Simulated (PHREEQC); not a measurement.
Model water analysis in mg/L, 40 °C, pH 8.26, pe 9:

```tsv
constituent	mg/L
Na	2830
K	720
Ca	167
Mg	284
Cl	5350
S(6) as SO4	1050
Alkalinity as HCO3	8.98
Si as SiO2	45.7
```

Valence states are taken as typed.

Model: ion-association model, phreeqc.dat, run in PHREEQC.

This is a speciation only: nothing precipitates in the calculation.

Question: Order these C species by the share of C that they hold, largest first: MgHCO3+, MgCO3, NaHCO3, HCO3-, NaCO3-.

Answer: HCO3- (82 %), MgHCO3+ (3.6 %), NaCO3- (3.1 %), NaHCO3 (2.8 %), MgCO3 (2.5 %)

The pH is 8.26 and the ionic strength 0.188 mol/kgw. Examples of supersaturated solids here: Quartz (slow to form), Chalcedony (slow to form). Others may be too. Species that the database lacks are ignored. At this temperature some constants are extrapolated from 25 °C, and those without enthalpy data are left unchanged.
